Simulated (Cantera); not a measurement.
Input: 1 mol Si, 2.8 mol SF6, 0.54 mol H2, 3.1 mol NF3, at 1350 K and 1330 Pa.

These are equilibrium values from Cantera (NASA tables, ideal gas, pure condensed phases), not measurements of a reactor. Candidate condensed phases: S, Si, Si3N4; 52 gas species. The tables' values for SF5 are old estimates; treat these amounts as uncertain. Rates play no part.

Base state: F 0.398, SF6 0.258, N2 0.145, HF 0.101, SiF4 0.0934, SF4 0.00327, F2 0.00126, SF5 6.16e-5 (mole fractions); condensed: gas only.

What changes in the equilibrium state with this change: temperature from 1350 K to 798 K?


```csv
species,before,after
SF6,0.258,0.326
F2,0.00126,0.212
N2,0.145,0.175
F,0.398,0.0322
NF3,1.72e-9,0.0116
HF,0.101,0.126
SiF4,0.0934,0.117
SF4,0.00327,<1e-9
SF5,6.16e-5,<1e-9
```

What changes in the equilibrium state with this change: temperature from 1350 K to 800 K?


```tsv
species	before	after
SF6	0.258	0.326
F2	0.00126	0.212
N2	0.145	0.175
F	0.398	0.0332
NF3	1.72e-9	0.0111
SiF4	0.0934	0.116
HF	0.101	0.126
SF4	0.00327	<1e-9
SF5	6.16e-5	<1e-9
```
